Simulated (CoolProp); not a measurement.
c-C4F8 (RC318) along the isotherm 423.6 K: Z from the reference equation and from simpler models built on Tc = 388.4 K, pc = 27.78 bar, ω = 0.355; each cubic takes its own stable root.

The numbers come from the reference Helmholtz-energy equation of state, Platzer 1990 in CoolProp. This equation is an older, rougher fit; its heat capacities, sound speeds and derivatives of the liquid may be far off and weren't checked against measurements.

```csv
p (bar),phase,reference
3.79,gas,0.9662
7.58,gas,0.9308
11.4,gas,0.8934
15.2,gas,0.8541
18.9,gas,0.8137
22.7,gas,0.7695
26.5,gas,0.7221
30.3,supercritical,0.6712
34.1,supercritical,0.6164
37.9,supercritical,0.5586
41.7,supercritical,0.5019
```

How far does each simpler model (van der Waals, Redlich-Kwong, Soave-Redlich-Kwong, Peng-Robinson) lie from the reference over these 11 states: mean and median of the absolute difference, and the worst?


- van der Waals: mean 4.6 %, median 1.4 %, worst -16.3 % at 423.6 K and 37.9 bar
- Redlich-Kwong: mean 3.6 %, median 2.6 %, worst -9.1 % at 423.6 K and 41.7 bar
- Soave-Redlich-Kwong: mean 1.4 %, median 0.3 %, worst +6.6 % at 423.6 K and 41.7 bar
- Peng-Robinson: mean 2.0 %, median 2.1 %, worst -3.1 % at 423.6 K and 30.3 bar
